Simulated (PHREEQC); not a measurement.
A made-up water analysis in mg/kgw, 25 °C, pH 1.95, pe 9.2:

| constituent | mg/kgw |
|---|---|
| Na | 611 |
| K | 0.154 |
| Ca | 93.9 |
| Mg | 124 |
| Cl | 527 |
| S(6) as SO4 | 2510 |
| Fe(3) | 68.4 |
| Zn | 33.7 |

Valence states are taken as typed.

Computed with PHREEQC (ion-association model, phreeqc.dat).

```
quantity                    before    after
-------------------------  -------  -------
ionic strength (mol/kgw)    0.0697   0.0748
SO4-2 (mol/kgw)             0.0136   0.0127
HSO4- (mol/kgw)            0.00772  0.00711
MgSO4 (mol/kgw)            0.00188  0.00351
Ca+2 (mol/kgw)             0.00159  0.00165
SI of Gypsum (CaSO4:2H2O)    -0.83    -0.86
SI of Goethite (FeOOH)       +1.94    +1.98
```

Question: Which change was made?
(A) temperature from 25 to 40 °C at the same typed pH
(B) all concentrations times 3 at the same typed pH
(C) Mg from 124 to 248 mg/kgw

Answer: C, Mg from 124 to 248 mg/kgw

No solid was allowed to form. Some of these states are supersaturated (in Hematite (slow to form), Goethite (slow to form), for instance).
